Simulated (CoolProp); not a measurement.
Vinyl chloride at 384.87 K and 6.41 MPa is throttled through a valve to 2.29 MPa with no heat exchange. Each further row changes one setting.

Model: reference Helmholtz-energy equation of state, Thol 2022, in CoolProp.

| case | temperature change (K) | final phase | final density (kg/m³) |
|---|---|---|---|
| as stated | -12.2 | two-phase, vapour fraction 0.084 | 387 |
| outlet pressure 0.687 MPa | -66.8 | two-phase, vapour fraction 0.371 | 47.5 |
| outlet pressure 2.98 MPa | -1.8 | liquid | 704 |
